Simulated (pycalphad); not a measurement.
CALPHAD calculation (pycalphad, COST 507 light-alloy database (1999)), 1 atm. The database dates from 1999; later assessments differ in places, in temperatures and in the compounds included. Diffusion is slow at the low end, where real alloys seldom reach equilibrium.

Q: How does the equilibrium phase assembly of Cu-7.87Si (at.%) change on cooling from 1977 °C to 252 °C?

A: 
```json
[
 {"T (°C)": "995.1", "phases above": "liquid", "phases below": "fcc + liquid"},
 {"T (°C)": "922.1", "phases above": "fcc + liquid", "phases below": "fcc"},
 {"T (°C)": "443.6", "phases above": "fcc", "phases below": "CU56SI11_GAMMA + fcc"},
 {"T (°C)": "394 ± 1", "phases above": "CU56SI11_GAMMA + fcc", "phases below": "CU19SI6_ETA + fcc"}
]
```
Changes were sought between steps of 75 K, so a narrower field can be missed.

Database names, with the compositions (at.%) that they take in these runs: CU56SI11_GAMMA: Cu 84 Si 16; CU19SI6_ETA: Cu 76 Si 24.
